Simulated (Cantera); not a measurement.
Feed: 1 mol Al, 0.94 mol H₂O, 1 mol H₂, held at 13.3 mbar.

Equilibrium computed with Cantera from the NASA thermochemical tables; the gas is ideal and each condensed phase is pure. Candidate condensed phases: Al, Al₂O₃, H₂O; 19 gas species. Mutual solubility and eutectic melting of coexisting phases are not modelled. Equilibrium is a limit: real reactors are often held back by kinetics, nucleation or transport.

Which condensed phases are stable at each of these points (T (K)): 925, 1125, 1325, 1525, 1725, 1925, 2125?


| T (K) | condensed phases | Al condensed (%) |
|---|---|---|
| 925 | Al(s) + Al₂O₃(s) | 100.0 |
| 1125 | Al(l) + Al₂O₃(s) | 100.0 |
| 1325 | Al(l) + Al₂O₃(s) | 100.0 |
| 1525 | Al(l) + Al₂O₃(s) | 99.2 |
| 1725 | Al(l) + Al₂O₃(s) | 80.5 |
| 1925 | Al₂O₃(s) | 50.7 |
| 2125 | Al₂O₃(s) | 51.5 |

At 925 K the condensed part is Al(s) + Al₂O₃(s). From 1125 K to 1725 K the condensed part is Al(l) + Al₂O₃(s). From 1925 K to 2125 K the condensed part is Al₂O₃(s).
